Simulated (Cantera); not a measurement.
A closed system holds: 1 mol n-butane, 0.4 mol CO2, 6.5 mol N2, at 1500000 Pa.

Cantera equilibrium calculation (NASA polynomials, part measured and part estimated; ideal gas, pure solids and liquids). Candidate condensed phases: C, C6H6, C7H8, C8H18, H2O; 169 gas species. Ions and electrons are included (thermal ionisation). Equilibrium is a limit: real reactors are often held back by kinetics, nucleation or transport.

### Question
Which condensed phases are stable at each of these points (T (K)): 2000, 2500, 3000, 3500, 4000, 4500, 5000?

### Answer
```csv
T (K),condensed phases,C condensed (%)
2000,C(graphite),79.4
2500,C(graphite),69.6
3000,C(graphite),42.8
3500,gas only,0.0
4000,gas only,0.0
4500,gas only,0.0
5000,gas only,0.0
```

From 2000 K to 3000 K the condensed part is C(graphite). From 3500 K to 5000 K nothing is condensed.
